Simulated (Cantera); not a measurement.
A Cantera script and what it prints.

```python
import numpy as np
import cantera as ct

gas_names = """
    F2 Si NF3
""".split()
cond_names = """
    Si3N4(a)
""".split()


# ... load() reads the species with a 1 bar reference pressure and builds the phases ...
species = {s.name: s for s in load("nasa_gas.yaml", gas_names) + load("nasa_condensed.yaml", cond_names)}
# Each term lists the table entries of one substance; the one whose range holds T is used.
reactions = {
    'Si3N4 + 6 F2(g) = 3 Si(g) + 4 NF3(g)':
        [(-1, ['Si3N4(a)']), (-6, ['F2']), (3, ['Si']), (4, ['NF3'])],
}


def pick(names, T):
    return next(species[n] for n in names if species[n].thermo.min_temp <= T <= species[n].thermo.max_temp)


results = []
for label, terms in reactions.items():
    print(label)
    print("     T/K   dH/kJ  dS/(J/K)   dG/kJ   log10 K")
    for T in [1848, 1948, 2048, 2148, 2248, 2348]:
        used = [(nu, pick(names, T)) for nu, names in terms]
        dH = sum(nu * s.thermo.h(T) for nu, s in used) / 1e6
        dS = sum(nu * s.thermo.s(T) for nu, s in used) / 1e3
        dG = dH - T * dS / 1e3
        logK = -dG * 1e6 / (ct.gas_constant * T * np.log(10))
        results.append((label, T, dH, dS, dG, logK, [s.name for _, s in used]))
        print(f"{T:8g} {dH:8.1f} {dS:8.1f} {dG:8.1f} {logK:8.2f}")
```

It prints:

```
Si3N4 + 6 F2(g) = 3 Si(g) + 4 NF3(g)
     T/K   dH/kJ  dS/(J/K)   dG/kJ   log10 K
    1848   1567.7    222.1   1157.2   -32.71
    1948   1566.7    221.6   1135.1   -30.44
    2048   1565.9    221.2   1112.9   -28.38
    2148   1565.1    220.8   1090.8   -26.53
    2248   1564.5    220.5   1068.7   -24.83
    2348   1564.0    220.3   1046.7   -23.29
```

Source: NASA polynomial tables (part measured, part estimated), evaluated in Cantera. Condensed species are held in their standard states even where they would react or evaporate.
